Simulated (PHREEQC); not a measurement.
2.1 g of hydrous ferric oxide (600 m²/g; 0.2 weak and 0.005 strong sites per Fe, Dzombak-Morel constants, diffuse double layer) in 1 kg of water with 0.05 mol/kgw of an inert sodium salt, at 25 °C; the pH is set by adding NaOH or the inert anion's acid. Oxygen alone is held at its pressure in air (log pO2 = -0.68). CO2 from the air is kept out. Nothing may precipitate in this run.

Base run: PHREEQC, ion-association model, wateq4f.dat. Each further column changes one thing. The table gives surface charge σ (C/m²).

```json
[
 {"pH": "3", "base": "0.358", "background salt from 0.05 to 0.005 mol/kgw": "0.313", "oxide from 2.1 to 10 g/kgw": "0.359", "0.0026 mol/kgw CaCl2 added": "0.359"},
 {"pH": "3.75", "base": "0.318", "background salt from 0.05 to 0.005 mol/kgw": "…", "oxide from 2.1 to 10 g/kgw": "0.323", "0.0026 mol/kgw CaCl2 added": "0.323"},
 {"pH": "4.12", "base": "0.283", "background salt from 0.05 to 0.005 mol/kgw": "…", "oxide from 2.1 to 10 g/kgw": "0.289", "0.0026 mol/kgw CaCl2 added": "0.289"},
 {"pH": "4.88", "base": "0.195", "background salt from 0.05 to 0.005 mol/kgw": "…", "oxide from 2.1 to 10 g/kgw": "0.200", "0.0026 mol/kgw CaCl2 added": "0.202"},
 {"pH": "5.25", "base": "0.155", "background salt from 0.05 to 0.005 mol/kgw": "…", "oxide from 2.1 to 10 g/kgw": "0.158", "0.0026 mol/kgw CaCl2 added": "0.161"},
 {"pH": "6", "base": "0.089", "background salt from 0.05 to 0.005 mol/kgw": "0.038", "oxide from 2.1 to 10 g/kgw": "0.091", "0.0026 mol/kgw CaCl2 added": "0.094"},
 {"pH": "6.75", "base": "0.045", "background salt from 0.05 to 0.005 mol/kgw": "…", "oxide from 2.1 to 10 g/kgw": "0.045", "0.0026 mol/kgw CaCl2 added": "0.049"},
 {"pH": "7.12", "base": "0.030", "background salt from 0.05 to 0.005 mol/kgw": "0.011", "oxide from 2.1 to 10 g/kgw": "0.030", "0.0026 mol/kgw CaCl2 added": "0.034"},
 {"pH": "7.88", "base": "0.006", "background salt from 0.05 to 0.005 mol/kgw": "…", "oxide from 2.1 to 10 g/kgw": "0.006", "0.0026 mol/kgw CaCl2 added": "0.011"},
 {"pH": "8.25", "base": "-0.004", "background salt from 0.05 to 0.005 mol/kgw": "-0.001", "oxide from 2.1 to 10 g/kgw": "-0.004", "0.0026 mol/kgw CaCl2 added": "0.005"},
 {"pH": "9", "base": "-0.026", "background salt from 0.05 to 0.005 mol/kgw": "…", "oxide from 2.1 to 10 g/kgw": "-0.026", "0.0026 mol/kgw CaCl2 added": "-0.002"}
]
```

**Question.** Some entries are withheld; supply them.

**Answer.** 
- 3.75, background salt from 0.05 to 0.005 mol/kgw: 0.224
- 4.12, background salt from 0.05 to 0.005 mol/kgw: 0.179
- 4.88, background salt from 0.05 to 0.005 mol/kgw: 0.103
- 5.25, background salt from 0.05 to 0.005 mol/kgw: 0.076
- 6.75, background salt from 0.05 to 0.005 mol/kgw: 0.017
- 7.88, background salt from 0.05 to 0.005 mol/kgw: 0.002
- 9, background salt from 0.05 to 0.005 mol/kgw: -0.009

The oxide is taken as insoluble; below pH 4 it would dissolve.
